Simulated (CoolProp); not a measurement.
Vapour-liquid equilibrium of benzene (1) + n-decane (2) at 0.03 MPa; x and y are mole fractions of (1).

The numbers come from the multi-fluid Helmholtz-energy mixture model, Thol 2012 and Lemmon 2006; pair parameters Bell 2016 in CoolProp.

Give the bubble temperature and the first vapour's composition at x = 0.275, 0.425, 0.5. Is there an azeotrope?

x = 0.275: 349.1 K, y = 0.916; x = 0.425: 337.7 K, y = 0.961; x = 0.5: 333.8 K, y = 0.972. No azeotrope shows between x = 0.05 and 0.95.

Pair parameters are fitted to limited data, so mixtures are less certain than the pure fluids.
